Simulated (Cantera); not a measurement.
A closed system holds: 1 mol C2H6, 0.24 mol NH3, 0.2 mol N2, at 6800000 Pa.

Equilibrium computed with Cantera from the NASA thermochemical tables; the gas is ideal and each condensed phase is pure. Candidate condensed phases: C, C6H6, C7H8, C8H18; 110 gas species. Ions and electrons are included (thermal ionisation). The ideal-gas law is rough above about 30 bar. Rates play no part.

x: gas mole fraction; n: condensed amount in mol.

```tsv
T (°C)	x H2	x H	x C2H2 (acetylene)	x HCN	x N2	x C2H	x HNC	x C3	x C4H2	x C	x CN	x C2	n C(graphite)
2727	0.812	0.0173	0.0505	0.0442	0.0602	0.000184	0.00834	4.59e-6	0.00131	7.45e-7	9.69e-5	4.66e-7	1.38
2977	0.743	0.0336	0.0902	0.0574	0.0502	0.000972	0.0130	5.33e-5	0.00457	6.68e-6	0.000333	5.68e-6	0.950
3227	0.650	0.0577	0.139	0.0679	0.0408	0.00390	0.0179	0.000430	0.0125	4.37e-5	0.000932	4.81e-5	0.321
3477	0.587	?	?	0.0696	0.0357	?	0.0210	?	?	?	?	?	0
3727	0.548	?	?	0.0660	0.0331	?	0.0224	?	?	?	?	?	0
3977	0.499	0.206	0.115	0.0603	0.0306	0.0278	0.0226	0.00785	0.0110	0.00174	0.00589	0.00185	0
4227	0.442	0.279	0.0893	0.0528	0.0286	0.0383	0.0217	0.0131	0.00732	0.00416	0.00881	0.00405	0
4477	0.380	0.358	0.0626	0.0441	0.0270	0.0459	0.0196	0.0182	0.00414	0.00872	0.0122	0.00751	0
4727	0.316	0.438	0.0398	0.0351	0.0257	0.0483	0.0168	0.0216	0.00199	0.0163	0.0156	0.0120	0
```

Task: Fill in the missing entries.

Result: 
- 3477, x H: 0.0932
- 3477, x C2H2 (acetylene): 0.153
- 3477, x C2H: 0.00969
- 3477, x C3: 0.00166
- 3477, x C4H2: 0.0166
- 3477, x C: 0.000191
- 3477, x CN: 0.00201
- 3477, x C2: 0.000226
- 3727, x H: 0.143
- 3727, x C2H2 (acetylene): 0.137
- 3727, x C2H: 0.0175
- 3727, x C3: 0.00394
- 3727, x C4H2: 0.0142
- 3727, x C: 0.000624
- 3727, x CN: 0.00360
- 3727, x C2: 0.000708
